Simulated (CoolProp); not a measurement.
The fluid at 390.96 K and 0.51 MPa flows at 0.18 m/s in a round tube of 2 mm bore and 0.25 µm roughness, fully developed (64/Re and Nu = 3.66 if laminar; Colebrook and Gnielinski if turbulent). The same conditions are run with several fluids, on thermodynamics alone (safety and materials aside).

Values from CoolProp's reference Helmholtz-energy equation of state of each fluid (sulfur hexafluoride: Guder 2009; R142b: Lemmon 2006; R134a: Tillner-Roth 1994; CH2F2 (R32): Tillner-Roth 1997; R11: Jacobsen 1992).

```tsv
fluid	Reynolds number	Darcy friction factor	pressure drop (Pa/m)	heat-transfer coefficient (W/(m² K))	mass flow (kg/h)
sulfur hexafluoride	434	0.148	28.0	37.1	0.0477
R142b	438	0.146	19.7	33.7	0.0339
R134a	388	0.165	22.3	38.3	0.0339
CH2F2 (R32)	173	0.370	25.1	41.1	0.0170
R11	630	0.102	19.2	22.8	0.0475
```

Transport values come from each fluid's own correlations; those of R142b, R134a, CH2F2 (R32), R11 are estimates that may be off by 10 % or more.
